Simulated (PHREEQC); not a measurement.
2.2 g of hydrous ferric oxide (600 m²/g; 0.2 weak and 0.005 strong sites per Fe, Dzombak-Morel constants, diffuse double layer) in 1 kg of water with 0.01 mol/kgw of an inert sodium salt and 0.0046 mol CuSO4, at 25 °C; the pH is set by adding NaOH or the inert anion's acid. O2 is buffered at 0.21 atm. No CO2 enters from the air. Nothing may precipitate in this run.

The series has 17 steps of pH, from 3 to 11.

Computed with PHREEQC (ion-association model, wateq4f.dat).

Question: Near which pH is half of the Cu sorbed, and on which side is more sorbed?

Answer: Near pH 5.1, with more sorbed at higher pH.

Question: At which pH does the surface charge pass through zero?

Answer: Near pH 10.3.

Along this series the solution becomes supersaturated in solids that the run did not let form, among them Cu(OH)2, Brochantite, Antlerite. Species that the database lacks are ignored. The database's constant for dissolved Cu(OH)2 is higher than later reviews accept. The oxide is taken as insoluble; below pH 4 it would dissolve.
